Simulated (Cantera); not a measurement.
Charge: 1 mol Si, 0.6 mol Cl₂, 17 mol H₂, equilibrated at 1573 K and 0.170 bar.

Equilibrium computed with Cantera from the NASA thermochemical tables; the gas is ideal and each condensed phase is pure. Candidate condensed phases: Si; 19 gas species. The tables' values for SiCl₃ are old estimates; treat these amounts as uncertain. Equilibrium is a limit: real reactors are often held back by kinetics, nucleation or transport.

Base state: H₂ 0.941, HCl 0.0494, SiCl₂ 0.00878, SiCl₃ 0.000294, H 9.57e-5, SiHCl₃ 6.52e-5, SiH₂Cl₂ 2.72e-5, SiCl₄ 2.58e-5 (mole fractions); condensed: Si(s).

**Question.** What changes in the equilibrium state with this change: temperature from 1573 K to 1175 K?

**Answer.** 
| species | before | after |
|---|---|---|
| H₂ | 0.941 | 0.958 |
| HCl | 0.0494 | 0.0304 |
| SiCl₄ | 2.58e-5 | 0.00484 |
| SiCl₂ | 0.00878 | 0.00221 |
| H | 9.57e-5 | 2.91e-7 |
| SiHCl₃ | 6.52e-5 | 0.00359 |
| SiH₂Cl₂ | 2.72e-5 | 0.000342 |
| SiCl₃ | 0.000294 | 0.00105 |
| Si(s), mol | 0.838 | 0.790 |
